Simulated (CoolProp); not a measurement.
Aqueous lithium chloride as a coolant, at 22 °C, 1 atm.

Model: Melinder's fits for secondary coolants, in CoolProp.

```csv
mass %,freezing point (°C),cp (kJ/(kg K)),Prandtl number,density (kg/m³),conductivity (W/(m K))
5.3,-5.4,3.900,7.60,1028,…
7.2,-8.0,3.806,7.97,1039,0.583
9.1,-10.7,3.716,8.39,1050,0.579
11,-14.0,3.629,8.85,1061,0.574
12.9,-18.1,3.545,9.37,1072,0.570
14.8,-23.3,3.464,…,…,0.566
16.7,-29.7,…,10.6,1095,0.562
18.6,…,3.317,11.3,1106,0.558
20.6,-46.7,3.250,12.2,…,0.554
```

Task: Fill in the missing entries.

Result: 
- 5.3, conductivity (W/(m K)): 0.588
- 14.8, Prandtl number: 9.94
- 14.8, density (kg/m³): 1083
- 16.7, cp (kJ/(kg K)): 3.388
- 18.6, freezing point (°C): -37.5
- 20.6, density (kg/m³): 1119
